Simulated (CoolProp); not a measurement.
n-dodecane along the isobar 2.28 MPa: fugacity coefficient from the reference equation and from simpler models built on Tc = 385.0 °C, pc = 1.818 MPa, ω = 0.574; each cubic takes its own stable root.

Model: reference Helmholtz-energy equation of state, Lemmon 2004, in CoolProp. It is a short technical equation, of lower accuracy than the large ones.

```
T (°C)   phase  reference
------  ------  ---------
267.55  liquid     0.1300
271.95  liquid     0.1396
276.25  liquid     0.1495
280.65  liquid     0.1601
285.05  liquid     0.1712
289.45  liquid     0.1826
293.75  liquid     0.1943
298.15  liquid     0.2066
302.55  liquid     0.2194
306.85  liquid     0.2323
311.25  liquid     0.2460
315.65  liquid     0.2600
320.05  liquid     0.2744
```

Question: How far does each simpler model (Redlich-Kwong, Soave-Redlich-Kwong, Peng-Robinson) lie from the reference over these 13 states: mean and median of the absolute difference, and the worst?

Answer: 
- Redlich-Kwong: mean 53.9 %, median 52.8 %, worst +76.4 % at 267.55 °C and 2.28 MPa
- Soave-Redlich-Kwong: mean 8.4 %, median 8.4 %, worst +8.9 % at 320.05 °C and 2.28 MPa
- Peng-Robinson: mean 4.4 %, median 4.4 %, worst +4.7 % at 320.05 °C and 2.28 MPa
